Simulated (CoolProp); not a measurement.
Vapour pressure (bar) of methanol: the reference equation beside estimates from Tc = 513.4 K, pc = 82.16 bar, ω = 0.565. Clausius-Clapeyron is anchored at 426.4 K with a constant enthalpy of vaporisation of 27.13 kJ/mol.

The numbers come from the reference Helmholtz-energy equation of state, de Reuck 1993 in CoolProp.

```tsv
T (K)	reference	Lee-Kesler	Clausius-Clapeyron	van der Waals	Redlich-Kwong
365.9	2.801	2.807	4.246	18.04	8.349
376	3.866	3.909	5.396	20.66	10.41
386.1	5.238	5.327	6.771	23.52	12.80
396.2	6.975	7.118	8.399	26.61	15.56
406.2	9.122	9.319	10.29	29.92	18.67
416.3	11.79	12.04	12.50	33.52	22.23
426.4	15.05	15.34	15.05	37.38	26.23
436.5	18.98	19.28	17.97	41.50	30.69
446.5	23.62	23.92	21.24	45.85	35.58
456.6	29.15	29.42	24.97	50.52	41.04
466.7	35.61	35.87	29.14	55.48	47.02
476.8	43.10	43.38	33.80	60.72	53.55
486.9	51.78	52.11	38.95	66.25	60.66
```

Absolute difference from the reference over all 13 rows, mean and median: Lee-Kesler 1.3 and 1.3 %, Clausius-Clapeyron 19.5 and 18.2 %, van der Waals 198.5 and 148.4 %, Redlich-Kwong 86.8 and 74.3 %.
